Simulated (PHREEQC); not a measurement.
Dissolve 0.0017 mol HF and 0.12 mol (CH3)4NF per kg of water at 25 °C. Closed to the air; pH follows from the charge balance.

All values are PHREEQC results (ion-association model, phreeqc.dat), not measurements.

Each row changes one thing in this solution. Precipitation was switched off in this run.

```json
[
 {"case": "as made", "pH": "5.05", "HF (mol/kgw)": "0.00116", "HF2- (mol/kgw)": "0.000530"},
 {"case": "(CH3)4NF replaced by NaF at the same molality", "pH": "5.03", "HF (mol/kgw)": "___", "HF2- (mol/kgw)": "0.000516"},
 {"case": "HF from 0.0017 to 0.00034 mol/kgw", "pH": "5.75", "HF (mol/kgw)": "0.000232", "HF2- (mol/kgw)": "0.000106"},
 {"case": "HF from 0.0017 to 0.00255 mol/kgw", "pH": "4.87", "HF (mol/kgw)": "0.00174", "HF2- (mol/kgw)": "___"},
 {"case": "temperature from 25 to 50 °C", "pH": "5.27", "HF (mol/kgw)": "___", "HF2- (mol/kgw)": "___"}
]
```

### Question
Some entries are withheld; supply them.

### Answer

- (CH3)4NF replaced by NaF at the same molality, HF (mol/kgw): 0.00117
- HF from 0.0017 to 0.00255 mol/kgw, HF2- (mol/kgw): 0.000793
- temperature from 25 to 50 °C, HF (mol/kgw): 0.00112
- temperature from 25 to 50 °C, HF2- (mol/kgw): 0.000576

(CH3)4N+ isn't in the database: it is added as a free cation with an ion size of 4 Å. At this temperature some constants are extrapolated from 25 °C, and those without enthalpy data are left unchanged.
